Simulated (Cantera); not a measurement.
Input: 1 mol Al(CH3)3, 7.2 mol N2, a varied amount of H2, equilibrated at 750 Torr.

Equilibrium computed with Cantera from the NASA thermochemical tables; the gas is ideal and each condensed phase is pure. Candidate condensed phases: Al, AlN, C, C6H6, C7H8, C8H18; 97 gas species. The feed counts by its element totals alone. Rates play no part.

What condenses at these points (T in °C, n(H2) in mol): (1250, 600); (1100, 24); (950, 88); (1150, 320); (1000, 600)?


```csv
T (°C),n(H2) in mol,condensed phases,Al condensed (%)
1250,600,AlN + C,100.0
1100,24,AlN + C,100.0
950,88,AlN + C,100.0
1150,320,AlN + C,100.0
1000,600,AlN,100.0
```
